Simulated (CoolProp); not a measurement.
Properties of p-xylene along the isotherm 620 K.

The numbers come from the reference Helmholtz-energy equation of state, Zhou 2012 in CoolProp.

| p (bar) | phase | density (kg/m³) | cp (kJ/(kg K)) | cv (kJ/(kg K)) | speed of sound (m/s) | Prandtl number | fugacity coefficient |
|---|---|---|---|---|---|---|---|
| 0.558 | gas | 1.156 | 2.251 | 2.171 | 223.1 | 0.673 | 0.9941 |
| 1.06 | gas | 2.208 | 2.254 | 2.172 | 222.0 | 0.674 | 0.9889 |
| 2.01 | gas | 4.230 | 2.261 | 2.175 | 219.9 | ___ | 0.9790 |
| 3.8 | gas | 8.158 | ___ | 2.180 | 215.8 | 0.679 | 0.9605 |
| 7.21 | gas | 16.12 | 2.303 | 2.191 | 207.8 | 0.689 | 0.9257 |
| 13.7 | gas | 33.44 | 2.382 | 2.217 | 191.2 | 0.719 | ___ |
| 25.9 | gas | 80.23 | 2.760 | 2.294 | ___ | 0.825 | 0.7432 |
| 49.1 | supercritical | 451.9 | 3.538 | 2.332 | 206.9 | 2.78 | 0.5053 |
| 93.1 | supercritical | 527.0 | 2.916 | 2.287 | 358.3 | 2.67 | 0.3199 |
| 177 | supercritical | 582.3 | 2.735 | 2.270 | 506.5 | 2.80 | 0.2294 |

Problem. Complete the blanks.

Solution. 
- 2.01, Prandtl number: 0.675
- 3.8, cp (kJ/(kg K)): 2.274
- 13.7, fugacity coefficient: 0.8611
- 25.9, speed of sound (m/s): 151.4

Viscosity comes from a separate model (Balogun 2015). Thermal conductivity comes from a separate model (Mylona 2014).
